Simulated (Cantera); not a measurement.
Thermodynamics of roasting and sulfation, feed FeS2 + H2S + O2

Feed: 1 mol FeS2, a varied amount of H2S, 0.61 mol O2, equilibrated at 1300 K and 3.40 bar.

These are equilibrium values from Cantera (NASA tables, ideal gas, pure condensed phases), not measurements of a reactor. Candidate condensed phases: Fe, FeO, Fe(OH)2, Fe(OH)3, FeS, FeSO4, FeS2, Fe2O3, Fe2(SO4)3, Fe3O4, H2O, H2SO4, S; 22 gas species. FeS: taken at fixed stoichiometry. The numbers say what is thermodynamically allowed, not how fast it happens.

From 0.27 mol H2S to 2.4 mol H2S the condensed part is FeS(s). The main Fe-bearing gas is Fe(OH)2 throughout.

| n(H2S) (mol) | log p SO2 | log p H2O | log p S2 | log p H2S | log p H2 | log p S2O | log p SO | log p SH | n FeS(s) |
|---|---|---|---|---|---|---|---|---|---|
| 0.27 | 0.17 | -0.17 | 0.02 | -0.90 | -1.95 | -1.18 | -2.63 | -3.15 | 1.00 |
| 0.49 | 0.00 | -0.02 | 0.06 | -0.63 | -1.71 | -1.24 | -2.70 | -3.01 | 1.00 |
| 0.7 | -0.16 | 0.04 | 0.08 | -0.48 | -1.57 | -1.30 | -2.78 | -2.93 | 1.00 |
| 0.91 | -0.31 | 0.07 | 0.09 | -0.37 | -1.46 | -1.37 | -2.85 | -2.87 | 1.00 |
| 1.1 | -0.45 | 0.09 | 0.09 | -0.29 | -1.37 | -1.44 | -2.92 | -2.83 | 1.00 |
| 1.3 | -0.59 | 0.09 | 0.08 | -0.21 | -1.30 | -1.51 | -2.99 | -2.80 | 1.00 |
| 1.6 | -0.80 | 0.09 | 0.07 | -0.12 | -1.20 | -1.63 | -3.10 | -2.75 | 1.00 |
| 1.8 | -0.95 | 0.08 | 0.06 | -0.07 | -1.14 | -1.71 | -3.17 | -2.73 | 1.00 |
| 2 | -1.08 | 0.06 | 0.04 | -0.02 | -1.09 | -1.79 | -3.25 | -2.71 | 1.00 |
| 2.2 | -1.22 | 0.05 | 0.03 | 0.02 | -1.04 | -1.87 | -3.32 | -2.69 | 1.00 |
| 2.4 | -1.35 | 0.03 | 0.01 | 0.06 | -1.00 | -1.94 | -3.39 | -2.68 | 1.00 |
log p: log10 of the partial pressure in bar; n: condensed amount in mol.
